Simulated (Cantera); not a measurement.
Source: NASA polynomial tables (part measured, part estimated), evaluated in Cantera. Values are per mole of reaction as written; species without (g) are pure solids or liquids, kept so even where they would boil at 1 bar.

Question: Between 1825 and 2200 K, where is each reaction favourable under standard conditions?
- V + 4 NO(g) = 2 N₂O(g) + VO₂(g)

Answer: 
- V + 4 NO(g) = 2 N₂O(g) + VO₂(g): ΔG° is -118 kJ at 1825 K and -51 kJ at 2200 K; it stays negative (K > 1). ΔH° is -466 kJ and ΔS° -189 J/K at 2200 K.
